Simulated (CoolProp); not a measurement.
Dry air at 298.15 K and 3.6 MPa flows at 0.2 m/s in a round tube of 50 mm bore and 0.25 µm roughness, fully developed (64/Re and Nu = 3.66 if laminar; Colebrook and Gnielinski if turbulent). Each further row changes one setting.

Values from CoolProp's reference Helmholtz-energy equation of state, Lemmon 2000. It is a pseudo-pure fit of the blend.

```json
[
 {"case": "as stated", "Reynolds number": "22300", "Darcy friction factor": "[?]", "pressure drop (Pa/m)": "0.428", "heat-transfer coefficient (W/(m² K))": "31.3", "mass flow (kg/h)": "[?]"},
 {"case": "velocity 0.4 m/s", "Reynolds number": "44500", "Darcy friction factor": "[?]", "pressure drop (Pa/m)": "[?]", "heat-transfer coefficient (W/(m² K))": "53.9", "mass flow (kg/h)": "120"},
 {"case": "diameter 100 mm", "Reynolds number": "44500", "Darcy friction factor": "[?]", "pressure drop (Pa/m)": "[?]", "heat-transfer coefficient (W/(m² K))": "26.9", "mass flow (kg/h)": "[?]"}
]
```

Q: Some entries are withheld; supply them.

A: 
- as stated, Darcy friction factor: 0.0252
- as stated, mass flow (kg/h): 60.0
- velocity 0.4 m/s, Darcy friction factor: 0.0215
- velocity 0.4 m/s, pressure drop (Pa/m): 1.46
- diameter 100 mm, Darcy friction factor: 0.0214
- diameter 100 mm, pressure drop (Pa/m): 0.182
- diameter 100 mm, mass flow (kg/h): 240

Viscosity comes from a separate model (Lemmon 2004). Thermal conductivity comes from a separate model (Lemmon 2004).
